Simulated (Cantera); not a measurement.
An isothermal, constant-pressure homogeneous reactor starts with CH4 : CO2 : H2 = 1 : 1 : 0.42 (molar parts), at 2100 K and 2.20 bar. Integrator tolerance rtol = 1e-08.

Computed with Cantera and GRI-Mech 3.0 (53 species, 325 reactions).

Task: What does this change do: temperature 2100 to 1250 K?

Result: 
```tsv
quantity	before	after
x(CH4) at 1.00 s	0.000183 (gas-phase equilibrium 5.93e-5)	0.412 (gas-phase equilibrium 0.00904)
x(CO2) at 1.00 s	0.000158 (gas-phase equilibrium 2.62e-5)	0.411 (gas-phase equilibrium 0.00316)
x(H2) at 1.00 s	0.545 (gas-phase equilibrium 0.546)	0.172 (gas-phase equilibrium 0.533)
x(CO) at 1.00 s	0.451 (gas-phase equilibrium 0.452)	0.00246 (gas-phase equilibrium 0.448)
x(H2O) at 1.00 s	0.000941 (gas-phase equilibrium 0.000157)	0.00246 (gas-phase equilibrium 0.00588)
x(CH2CO) at 1.00 s	9.04e-8 (gas-phase equilibrium 2.85e-8)	5.66e-9 (gas-phase equilibrium 1.29e-8)
x(OH) at 1.00 s	3.21e-7 (gas-phase equilibrium 5.33e-8)	9.00e-11 (gas-phase equilibrium 2.73e-11)
```
